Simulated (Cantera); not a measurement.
Feed: 1 mol Nb2O5, 570 mol H2, at 2.20 mbar.

Method: chemical equilibrium by Gibbs-energy minimisation in Cantera with the NASA 1993 tables (ideal gas, pure condensed phases). Candidate condensed phases: H2O, Nb, NbO, NbO2, Nb2O5; 12 gas species. NbO: taken at fixed stoichiometry. The numbers say what is thermodynamically allowed, not how fast it happens.

Task: At 2073 K, list the 4 most abundant gas species with their mole fractions, and the condensed phases.

Result: H2 0.940, H 0.0544, H2O 0.00356, NbO2 0.00153. Condensed: NbO(s).
